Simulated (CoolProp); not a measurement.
Model: reference Helmholtz-energy equation of state, Rui 2013, in CoolProp.

**Question.** Give the vapour pressure (bar), liquid cp (kJ/(kg K)), vapour viscosity (µPa s) of saturated R236EA at 297.7, 371 K.

**Answer.** 
```
T (K)  p (bar)  liquid cp (kJ/(kg K))  vapour viscosity (µPa s)
-----  -------  ---------------------  ------------------------
297.7     2.03                   1.26                      10.8
371       15.0                   1.53                      14.1
```

Viscosity comes from a separate model (Huber 2003), an estimate that may be off by 10 % or more.
